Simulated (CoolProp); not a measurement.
CF4 (R14) along the isotherm -130.25 °C: Z from the reference equation and from simpler models built on Tc = -45.8 °C, pc = 3762 kPa, ω = 0.178; each cubic takes its own stable root.

Computed with CoolProp (reference Helmholtz-energy equation of state, Platzer 1990). This equation is an older, rougher fit; its heat capacities, sound speeds and derivatives of the liquid may be far off and weren't checked against measurements.

```tsv
p (kPa)	phase	reference
627	liquid	0.02872
1250	liquid	0.05718
1880	liquid	0.08588
2510	liquid	0.1145
3140	liquid	0.1431
3760	liquid	0.1711
4390	liquid	0.1995
5020	liquid	0.2278
5640	liquid	0.2556
6270	liquid	0.2838
6900	liquid	0.3120
7520	liquid	0.3396
8150	liquid	0.3676
8780	liquid	0.3956
9410	liquid	0.4234
```

**Question.** How far does each simpler model (van der Waals, Redlich-Kwong) lie from the reference over these 15 states: mean and median of the absolute difference, and the worst?

**Answer.** 
- van der Waals: mean 49.7 %, median 49.6 %, worst +52.6 % at -130.25 °C and 627 kPa
- Redlich-Kwong: mean 3.3 %, median 3.3 %, worst +4.0 % at -130.25 °C and 627 kPa
